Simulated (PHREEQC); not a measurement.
# Acid mine or pickling water (model solution)

A made-up water analysis in mmol/kgw, 20 °C, pH 3.17, pe 12.1:

```json
[
 {"constituent": "Na", "mmol/kgw": "103"},
 {"constituent": "K", "mmol/kgw": "1.57"},
 {"constituent": "Ca", "mmol/kgw": "7.89"},
 {"constituent": "Mg", "mmol/kgw": "3.41"},
 {"constituent": "Cl", "mmol/kgw": "25.2"},
 {"constituent": "S(6)", "mmol/kgw": "51.7"},
 {"constituent": "B", "mmol/kgw": "0.13"},
 {"constituent": "Zn", "mmol/kgw": "2.15"},
 {"constituent": "Fe(3)", "mmol/kgw": "0.0423"}
]
```

Valence states are taken as typed.

The numbers come from PHREEQC with the ion-association model, phreeqc.dat.

This is a speciation only: nothing precipitates in the calculation.

**Question.** Estimate the ionic strength, density.

**Answer.** ionic strength 0.158 mol/kgw; density 1.006 g/cm³.

**Question.** In which forms is Ca present?

**Answer.** Ca+2 59 %, CaSO4 41 % of the Ca.

The solution is supersaturated, for example in Jarosite-K, Hematite (slow to form), so a real one may precipitate; this is no full list.
